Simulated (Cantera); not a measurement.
Mixture: CO : H2 : CH4 : O2 : N2 = 1 : 0.062 : 0.035 : 0.334 : 1.26 (molar parts), equivalence ratio 1.8, at 7500 Torr, adiabatic and at constant pressure. Ignition delay is the time to a rise of 400 K.

Detailed kinetics in Cantera: GRI-Mech 3.0 (53 species, 325 reactions). Where the delays flatten at high temperature, the 400 K rule measures the pace of heat release, not the induction time.

What does this change do: 0.0072 parts C2H6 added?


```csv
quantity,before,after
delay at 1200 K,83.3 µs,0.101 ms
delay at 1350 K,18.9 µs,24.6 µs
delay at 1500 K,7.53 µs,9.07 µs
delay at 1650 K,4.26 µs,4.36 µs
delay at 1800 K,2.93 µs,2.61 µs
```
